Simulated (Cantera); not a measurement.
Feed: 1 mol B2O3, 1.2 mol N2, at 2.40 mbar.

Cantera equilibrium calculation (NASA polynomials, part measured and part estimated; ideal gas, pure solids and liquids). Candidate condensed phases: B, BN, B2O3; 17 gas species. Kinetics and transport are ignored.

Question: At 1873 K, list the 5 most abundant gas species with their mole fractions, and the condensed phases.

Answer: N2 0.544, B2O3 0.451, BO2 0.00250, BO 0.00199, B2O2 0.000282. Condensed: gas only.
